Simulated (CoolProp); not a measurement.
Vapour-liquid equilibrium of cyclohexane (1) + p-xylene (2) at 674 kPa; x and y are mole fractions of (1).

Values from CoolProp's multi-fluid Helmholtz-energy mixture model, Zhou 2014 and Zhou 2012; pair parameters Bell 2016.

| x | bubble temperature, mixture model (K) | bubble temperature, Raoult's law (K) | y, mixture model | y, Raoult's law |
|---|---|---|---|---|
| 0.05 | 493.7 | 494.3 | 0.130 | 0.138 |
| 0.15 | 482.7 | 484.3 | 0.339 | 0.356 |
| 0.25 | 473.4 | 475.6 | 0.494 | 0.518 |
| 0.35 | 465.5 | 467.8 | 0.612 | 0.641 |
| 0.45 | 458.8 | 460.9 | 0.703 | 0.736 |
| 0.55 | 453.0 | 454.7 | 0.776 | 0.810 |
| 0.65 | 447.9 | 449.2 | 0.837 | 0.869 |
| 0.75 | 443.3 | 444.1 | 0.890 | 0.916 |
| 0.85 | 439.1 | 439.5 | 0.936 | 0.955 |
| 0.95 | 435.2 | 435.3 | 0.979 | 0.986 |

The largest gap from Raoult's law is -2.3 K in bubble temperature, at x = 0.35. No azeotrope shows between x = 0.05 and 0.95.

Pair parameters are fitted to limited data, so mixtures are less certain than the pure fluids.
